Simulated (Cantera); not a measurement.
**SiC + Si + H2 (sublimation and decomposition of ceramics)**

A closed system holds: 1 mol SiC, 0.33 mol Si, 8 mol H2, equilibrated at 0.000920 bar.

Equilibrium computed with Cantera from the NASA thermochemical tables; the gas is ideal and each condensed phase is pure. Candidate condensed phases: C, C6H6, C7H8, C8H18, Si, SiC; 87 gas species. Mutual solubility and eutectic melting of coexisting phases are not modelled. Gases not in the tables: Si2H6 and higher silanes. Equilibrium is a limit: real reactors are often held back by kinetics, nucleation or transport.

| T (K) | x H2 | x H | x Si | x SiC2 | x Si2C | x C3 | x C2H2 (acetylene) | x C | n Si(l) | n SiC(s) | n C(graphite) |
|---|---|---|---|---|---|---|---|---|---|---|---|
| 1925 | 0.949 | 0.0307 | 0.0189 | 9.19e-7 | 0.000373 | <1e-12 | 7.34e-7 | 2.54e-10 | 0.162 | 0.997 | 0 |
| 2000 | 0.911 | 0.0512 | 0.0362 | 7.71e-6 | 0.000991 | 1.11e-11 | 3.60e-6 | 2.37e-9 | 0 | 0.991 | 0 |
| 2075 | 0.879 | 0.0824 | 0.0359 | 0.000101 | 0.00133 | 1.92e-9 | 5.32e-5 | 3.47e-8 | 0 | 0.986 | 0 |
| 2150 | 0.832 | 0.127 | 0.0368 | 0.00108 | 0.00181 | 2.11e-7 | 0.000599 | 4.07e-7 | 0 | 0.954 | 0 |
| 2225 | 0.744 | 0.184 | 0.0589 | 0.00622 | 0.00376 | 4.33e-6 | 0.00218 | 2.58e-6 | 0 | 0.628 | 0.175 |
| 2300 | 0.625 | 0.252 | 0.0994 | 0.0137 | 0.00552 | 1.82e-5 | 0.00270 | 9.09e-6 | 0 | 0 | 0.591 |
| 2375 | 0.539 | 0.341 | 0.0954 | 0.0169 | 0.00273 | 6.95e-5 | 0.00335 | 2.96e-5 | 0 | 0 | 0.509 |
| 2450 | 0.444 | 0.441 | 0.0882 | 0.0198 | 0.00130 | 0.000244 | 0.00387 | 8.97e-5 | 0 | 0 | 0.402 |
| 2525 | 0.347 | 0.544 | 0.0798 | 0.0222 | 0.000615 | 0.000794 | 0.00416 | 0.000254 | 0 | 0 | 0.265 |
| 2600 | 0.256 | 0.640 | 0.0712 | 0.0243 | 0.000292 | 0.00241 | 0.00415 | 0.000678 | 0 | 0 | 0.0668 |
| 2675 | 0.179 | 0.720 | 0.0682 | 0.0215 | 0.000143 | 0.00455 | 0.00293 | 0.00149 | 0 | 0 | 0 |
x: gas mole fraction; n: condensed amount in mol.

At 1925 K the condensed part is Si(l) + SiC(s). From 2000 K to 2150 K the condensed part is SiC(s). At 2225 K the condensed part is C(graphite) + SiC(s). From 2300 K to 2600 K the condensed part is C(graphite). At 2675 K nothing is condensed. The main Si-bearing gas is Si throughout.
